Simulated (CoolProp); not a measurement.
R142b at 298.15 K and 5.62 MPa flows at 0.4 m/s in a round tube of 25 mm bore and 1.5 µm roughness, fully developed (64/Re and Nu = 3.66 if laminar; Colebrook and Gnielinski if turbulent). Each further row changes one setting.

Model: reference Helmholtz-energy equation of state, Lemmon 2006, in CoolProp. It is a short technical equation, of lower accuracy than the large ones.

```json
[
 {"case": "as stated", "Reynolds number": "45600", "Darcy friction factor": "0.0215", "pressure drop (Pa/m)": "77.8", "heat-transfer coefficient (W/(m² K))": "791", "mass flow (kg/h)": "(withheld)"},
 {"case": "velocity 0.8 m/s", "Reynolds number": "91300", "Darcy friction factor": "(withheld)", "pressure drop (Pa/m)": "(withheld)", "heat-transfer coefficient (W/(m² K))": "(withheld)", "mass flow (kg/h)": "1600"},
 {"case": "diameter 50 mm", "Reynolds number": "91300", "Darcy friction factor": "(withheld)", "pressure drop (Pa/m)": "33.4", "heat-transfer coefficient (W/(m² K))": "712", "mass flow (kg/h)": "3190"}
]
```

Q: Fill in the missing entries.

A: 
- as stated, mass flow (kg/h): 798
- velocity 0.8 m/s, Darcy friction factor: 0.0186
- velocity 0.8 m/s, pressure drop (Pa/m): 269
- velocity 0.8 m/s, heat-transfer coefficient (W/(m² K)): 1430
- diameter 50 mm, Darcy friction factor: 0.0185

Viscosity comes from a separate model (Huber 2003), an estimate that may be off by 10 % or more. Thermal conductivity comes from a separate model (Huber 2003), an estimate that may be off by 10 % or more.
